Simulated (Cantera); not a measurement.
A perfectly stirred reactor is fed with 10.9 % CH₄, 3.27 % CO, 18.0 % O₂, 67.8 % N₂, at 3750 Torr; it is adiabatic with a 750 K inlet, and is followed from long to short residence time, starting on the burning branch (τ in s: 0.047, 0.024, 0.012, 0.0063, 0.0032, 0.0016, 0.00084, 0.00043, 0.00022, 0.00011, 5.7e-05, 2.9e-05).

Model: GRI-Mech 3.0 (53 species, 325 reactions), integrated in Cantera.

### Question
Predict: blow-out, bracketed by the residence times tried; x(CH₄) at τ = 47.0 ms; x(CO) at τ = 47.0 ms; x(O₂) at τ = 47.0 ms; x(NO) at τ = 47.0 ms; x(CH₄) at τ = 0.840 ms; x(CO) at τ = 0.840 ms; x(O₂) at τ = 0.840 ms; x(NO) at τ = 0.840 ms; x(C₂H₄) at τ = 0.840 ms.

### Answer
```
Item                                                                               Value
------------------------------------------------  --------------------------------------
blow-out, bracketed by the residence times tried  burning at 29.0 µs, the shortest tried
x(CH₄) at τ = 47.0 ms                                                            6.68e-6
x(CO) at τ = 47.0 ms                                                              0.0722
x(O₂) at τ = 47.0 ms                                                            0.000117
x(NO) at τ = 47.0 ms                                                            0.000391
x(CH₄) at τ = 0.840 ms                                                           9.22e-5
x(CO) at τ = 0.840 ms                                                             0.0729
x(O₂) at τ = 0.840 ms                                                            0.00104
x(NO) at τ = 0.840 ms                                                           0.000543
x(C₂H₄) at τ = 0.840 ms                                                          1.69e-7
```
